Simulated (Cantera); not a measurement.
Charge: 1 mol Fe3O4, 0.27 mol HCl, at 0.100 bar.

Cantera equilibrium calculation (NASA polynomials, part measured and part estimated; ideal gas, pure solids and liquids). Candidate condensed phases: Fe, FeCl2, FeCl3, FeO, Fe(OH)2, Fe(OH)3, Fe2O3, Fe3O4, H2O; 22 gas species. Mutual solubility and eutectic melting of coexisting phases are not modelled. Condensed phases not in the tables: FeOCl. Kinetics and transport are ignored.

x: gas mole fraction; n: condensed amount in mol.

```json
[
 {"T (°C)": "427", "x HCl": "0.515", "x H2O": "0.485", "x FeCl2": "1.55e-5", "x O2": "<1e-12", "x Cl": "1.87e-11", "x FeCl3": "3.70e-6", "n FeCl2(s)": "0.0882", "n Fe2O3(s)": "0.0882", "n Fe3O4(s)": "0.912"},
 {"T (°C)": "527", "x HCl": "0.864", "x H2O": "0.134", "x FeCl2": "0.000939", "x O2": "<1e-12", "x Cl": "6.10e-9", "x FeCl3": "0.000480", "n FeCl2(s)": "0.0316", "n Fe2O3(s)": "0.0318", "n Fe3O4(s)": "0.968"},
 {"T (°C)": "627", "x HCl": "0.934", "x H2O": "0.0368", "x FeCl2": "0.0151", "x O2": "<1e-12", "x Cl": "4.67e-7", "x FeCl3": "0.0118", "n FeCl2(s)": "0", "n Fe2O3(s)": "0.00338", "n Fe3O4(s)": "0.995"},
 {"T (°C)": "727", "x HCl": "0.905", "x H2O": "0.0515", "x FeCl2": "0.0285", "x O2": "3.25e-10", "x Cl": "6.80e-6", "x FeCl3": "0.0140", "n FeCl2(s)": "0", "n Fe2O3(s)": "0.00622", "n Fe3O4(s)": "0.992"},
 {"T (°C)": "827", "x HCl": "0.870", "x H2O": "[?]", "x FeCl2": "[?]", "x O2": "[?]", "x Cl": "[?]", "x FeCl3": "0.0148", "n FeCl2(s)": "0", "n Fe2O3(s)": "[?]", "n Fe3O4(s)": "0.988"},
 {"T (°C)": "927", "x HCl": "0.832", "x H2O": "0.0877", "x FeCl2": "0.0645", "x O2": "4.42e-6", "x Cl": "0.000348", "x FeCl3": "0.0146", "n FeCl2(s)": "0", "n Fe2O3(s)": "0.0149", "n Fe3O4(s)": "0.983"},
 {"T (°C)": "1027", "x HCl": "0.792", "x H2O": "0.107", "x FeCl2": "0.0840", "x O2": "0.000165", "x Cl": "0.00154", "x FeCl3": "0.0137", "n FeCl2(s)": "0", "n Fe2O3(s)": "0.0186", "n Fe3O4(s)": "0.979"},
 {"T (°C)": "1127", "x HCl": "0.746", "x H2O": "0.127", "x FeCl2": "0.102", "x O2": "0.00365", "x Cl": "0.00546", "x FeCl3": "0.0124", "n FeCl2(s)": "0", "n Fe2O3(s)": "0.0147", "n Fe3O4(s)": "0.980"},
 {"T (°C)": "1227", "x HCl": "0.680", "x H2O": "0.151", "x FeCl2": "0.129", "x O2": "0.0160", "x Cl": "0.0114", "x FeCl3": "0.00850", "n FeCl2(s)": "0", "n Fe2O3(s)": "0", "n Fe3O4(s)": "0.987"},
 {"T (°C)": "1327", "x HCl": "[?]", "x H2O": "[?]", "x FeCl2": "[?]", "x O2": "[?]", "x Cl": "[?]", "x FeCl3": "[?]", "n FeCl2(s)": "0", "n Fe2O3(s)": "0", "n Fe3O4(s)": "0.984"},
 {"T (°C)": "1427", "x HCl": "0.532", "x H2O": "0.215", "x FeCl2": "0.200", "x O2": "0.0271", "x Cl": "0.0211", "x FeCl3": "0.00263", "n FeCl2(s)": "0", "n Fe2O3(s)": "0", "n Fe3O4(s)": "0.981"}
]
```

### Question
Some entries are withheld; supply them.

### Answer

- 1327, x HCl: 0.605
- 1327, x H2O: 0.183
- 1327, x FeCl2: 0.166
- 1327, x O2: 0.0221
- 1327, x Cl: 0.0162
- 1327, x FeCl3: 0.00475
- 827, x H2O: 0.0688
- 827, x FeCl2: 0.0454
- 827, x O2: 5.96e-8
- 827, x Cl: 5.88e-5
- 827, n Fe2O3(s): 0.0103
